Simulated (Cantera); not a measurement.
**Diamond growth**

A diamond (100) surface in a fixed gas of H2 with x(CH4) = 0.0024, x(H) = 0.002, at 1048 K, 0.0109 atm; coverages are run to steady state.

Detailed kinetics in Cantera: the Harris–Goodwin 1993 mechanism for the reconstructed diamond (100) surface.

```json
[
 {"x(CH3)": "1e-06", "growth (µm/h)": "0.00311", "θ c6HH": "0.557", "θ c6H*": "0.0226", "θ c6*H": "0.407", "θ c6**": "0.0128", "θ c6HM": "9.37e-5"},
 {"x(CH3)": "2.4e-06", "growth (µm/h)": "0.00746", "θ c6HH": "0.557", "θ c6H*": "0.0226", "θ c6*H": "0.407", "θ c6**": "0.0128", "θ c6HM": "0.000225"},
 {"x(CH3)": "5.9e-06", "growth (µm/h)": "0.0183", "θ c6HH": "0.557", "θ c6H*": "0.0226", "θ c6*H": "0.407", "θ c6**": "0.0128", "θ c6HM": "0.000553"},
 {"x(CH3)": "1.4e-05", "growth (µm/h)": "0.0434", "θ c6HH": "0.556", "θ c6H*": "0.0226", "θ c6*H": "0.406", "θ c6**": "0.0128", "θ c6HM": "0.00131"},
 {"x(CH3)": "3.5e-05", "growth (µm/h)": "0.108", "θ c6HH": "0.555", "θ c6H*": "0.0225", "θ c6*H": "0.405", "θ c6**": "0.0127", "θ c6HM": "0.00326"},
 {"x(CH3)": "8.5e-05", "growth (µm/h)": "0.260", "θ c6HH": "0.551", "θ c6H*": "0.0224", "θ c6*H": "0.402", "θ c6**": "0.0125", "θ c6HM": "0.00785"},
 {"x(CH3)": "0.00021", "growth (µm/h)": "0.628", "θ c6HH": "0.542", "θ c6H*": "0.0220", "θ c6*H": "0.396", "θ c6**": "0.0121", "θ c6HM": "0.0190"},
 {"x(CH3)": "0.00051", "growth (µm/h)": "1.45", "θ c6HH": "0.523", "θ c6H*": "0.0212", "θ c6*H": "0.381", "θ c6**": "0.0113", "θ c6HM": "0.0438"},
 {"x(CH3)": "0.0012", "growth (µm/h)": "3.06", "θ c6HH": "0.485", "θ c6H*": "0.0195", "θ c6*H": "0.351", "θ c6**": "0.00967", "θ c6HM": "0.0929"}
]
```
θ: site fractions in the mechanism's names (c6HH fully hydrogenated, c6H* and c6*H radical sites, c6** diradical, c6HM methylated).
